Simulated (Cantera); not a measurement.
A closed system holds: 1 mol SiH4, 1 mol N2, a varied amount of H2, at 1750 °C and 1.33 mbar.

Equilibrium computed with Cantera from the NASA thermochemical tables; the gas is ideal and each condensed phase is pure. Candidate condensed phases: Si, Si3N4; 18 gas species. Gases not in the tables: Si2H6 and higher silanes. Rates play no part.

Q: Which condensed phases are stable at each of these points (n(H2) (mol)): 8.2, 11, 15, 20, 28, 37, 51, 69, 93?

A: 
| n(H2) (mol) | condensed phases | Si condensed (%) |
|---|---|---|
| 8.2 | Si(l) | 45.6 |
| 11 | Si(l) | 32.0 |
| 15 | Si(l) | 12.6 |
| 20 | gas only | 0.0 |
| 28 | gas only | 0.0 |
| 37 | gas only | 0.0 |
| 51 | gas only | 0.0 |
| 69 | gas only | 0.0 |
| 93 | gas only | 0.0 |

From 8.2 mol H2 to 15 mol H2 the condensed part is Si(l). From 20 mol H2 to 93 mol H2 nothing is condensed.
